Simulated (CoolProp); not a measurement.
Fluoroethane (R161) along the isotherm 450 K: fugacity coefficient from the reference equation and from simpler models built on Tc = 375.2 K, pc = 5010 kPa, ω = 0.216; each cubic takes its own stable root.

The numbers come from the reference Helmholtz-energy equation of state, Wu 2012 in CoolProp.

```json
[
 {"p (kPa)": "228", "phase": "gas", "reference": "0.9912"},
 {"p (kPa)": "455", "phase": "gas", "reference": "0.9824"},
 {"p (kPa)": "683", "phase": "gas", "reference": "0.9737"},
 {"p (kPa)": "911", "phase": "gas", "reference": "0.9650"},
 {"p (kPa)": "1140", "phase": "gas", "reference": "0.9564"},
 {"p (kPa)": "1370", "phase": "gas", "reference": "0.9478"},
 {"p (kPa)": "1590", "phase": "gas", "reference": "0.9396"},
 {"p (kPa)": "1820", "phase": "gas", "reference": "0.9311"},
 {"p (kPa)": "2050", "phase": "gas", "reference": "0.9226"},
 {"p (kPa)": "2280", "phase": "gas", "reference": "0.9142"},
 {"p (kPa)": "2500", "phase": "gas", "reference": "0.9062"}
]
```

### Question
How far does each simpler model (van der Waals, Redlich-Kwong, Soave-Redlich-Kwong) lie from the reference over these 11 states: mean and median of the absolute difference, and the worst?

### Answer
- van der Waals: mean 0.1 %, median 0.1 %, worst +0.1 % at 450 K and 1590 kPa
- Redlich-Kwong: mean 0.1 %, median 0.1 %, worst -0.3 % at 450 K and 2500 kPa
- Soave-Redlich-Kwong: mean 0.4 %, median 0.4 %, worst +0.7 % at 450 K and 2500 kPa
